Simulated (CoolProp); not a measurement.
Saturation properties of propylene (Tc = 91.1 °C, pc = 45.55 bar, ω = 0.146).

Model: reference Helmholtz-energy equation of state, Lemmon 2013, in CoolProp.

```json
[
 {"T (°C)": "-55.55", "p (bar)": "0.6960", "liquid density (kg/m³)": "619.8", "vapour density (kg/m³)": "1.665", "surface tension (mN/m)": "___", "liquid conductivity (mW/(m K))": "149"},
 {"T (°C)": "-48.05", "p (bar)": "___", "liquid density (kg/m³)": "610.6", "vapour density (kg/m³)": "2.316", "surface tension (mN/m)": "16.8", "liquid conductivity (mW/(m K))": "146"},
 {"T (°C)": "-40.55", "p (bar)": "1.382", "liquid density (kg/m³)": "601.2", "vapour density (kg/m³)": "3.149", "surface tension (mN/m)": "15.8", "liquid conductivity (mW/(m K))": "___"},
 {"T (°C)": "-33.05", "p (bar)": "___", "liquid density (kg/m³)": "591.6", "vapour density (kg/m³)": "4.194", "surface tension (mN/m)": "14.7", "liquid conductivity (mW/(m K))": "139"},
 {"T (°C)": "-25.65", "p (bar)": "2.493", "liquid density (kg/m³)": "582.0", "vapour density (kg/m³)": "5.469", "surface tension (mN/m)": "13.7", "liquid conductivity (mW/(m K))": "136"},
 {"T (°C)": "-18.15", "p (bar)": "___", "liquid density (kg/m³)": "571.9", "vapour density (kg/m³)": "7.045", "surface tension (mN/m)": "12.6", "liquid conductivity (mW/(m K))": "132"},
 {"T (°C)": "-10.65", "p (bar)": "4.192", "liquid density (kg/m³)": "561.5", "vapour density (kg/m³)": "8.952", "surface tension (mN/m)": "___", "liquid conductivity (mW/(m K))": "129"},
 {"T (°C)": "-3.25", "p (bar)": "5.294", "liquid density (kg/m³)": "550.9", "vapour density (kg/m³)": "11.21", "surface tension (mN/m)": "10.6", "liquid conductivity (mW/(m K))": "125"},
 {"T (°C)": "4.25", "p (bar)": "6.617", "liquid density (kg/m³)": "539.8", "vapour density (kg/m³)": "13.93", "surface tension (mN/m)": "9.62", "liquid conductivity (mW/(m K))": "122"},
 {"T (°C)": "11.75", "p (bar)": "8.170", "liquid density (kg/m³)": "528.2", "vapour density (kg/m³)": "17.16", "surface tension (mN/m)": "8.64", "liquid conductivity (mW/(m K))": "118"}
]
```

Problem. Complete the blanks.

Solution. 
- -55.55, surface tension (mN/m): 17.9
- -48.05, p (bar): 0.9935
- -40.55, liquid conductivity (mW/(m K)): 143
- -33.05, p (bar): 1.879
- -18.15, p (bar): 3.260
- -10.65, surface tension (mN/m): 11.6

It boils at -47.6 °C under 1 atm.

Thermal conductivity comes from a separate model (Huber 2003), an estimate that may be off by 10 % or more. Surface tension comes from a separate correlation (Mulero 2012).
